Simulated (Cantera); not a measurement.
An adiabatic, constant-pressure homogeneous reactor starts with 11.5 % CH₃OH, 17.2 % O₂, 64.8 % N₂, 6.54 % H₂O, equivalence ratio 1.0, at 1225 K and 4.64 atm.

Cantera simulation using GRI-Mech 3.0 (53 species, 325 reactions); the numbers are that mechanism's predictions, not measurements. GRI-Mech 3.0 was tuned for natural gas; its chemistry of methanol as a main component is partial and can be far from experiment.

### Question
Predict: time of steepest temperature rise; temperature at 10.0 s; equilibrium temperature; x(O₂) at 10.0 s; x(H₂O) at 10.0 s; x(O) at 10.0 s; x(NO) at 10.0 s.

### Answer
```json
{
 "time_of_steepest_temperature_rise": "1.53 ms",
 "temperature at 10.0 s": "2631 K",
 "equilibrium_temperature": "2631 K",
 "x(O₂) at 10.0 s": "0.0121 (gas-phase equilibrium 0.0121)",
 "x(H₂O) at 10.0 s": "0.254 (gas-phase equilibrium 0.254)",
 "x(O) at 10.0 s": "0.00137 (gas-phase equilibrium 0.00137)",
 "x(NO) at 10.0 s": "0.00599 (gas-phase equilibrium 0.00599)"
}
```
